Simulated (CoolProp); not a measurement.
A simple Rankine cycle with n-perfluorohexane: condensing at 295.15 K, boiler at 1.01 MPa, turbine inlet 449 K, turbine efficiency 0.6, pump efficiency 0.7, no recuperator. Each further row changes one setting.

Model: reference Helmholtz-energy equation of state, Gao 2022, in CoolProp.

```tsv
case	thermal efficiency (%)	net work (kJ/kg)	heat in (kJ/kg)	turbine exit temperature (K)	volume ratio over the turbine
as stated	9.2	20.6	224	417.4	47.9
condensing temperature 287.15 K	9.8	22.7	233	415.1	69.2
boiler pressure 0.707 MPa	8.5	19.3	228	422.7	30.5
turbine efficiency 0.5	7.6	17.0	224	421.1	48.3
```
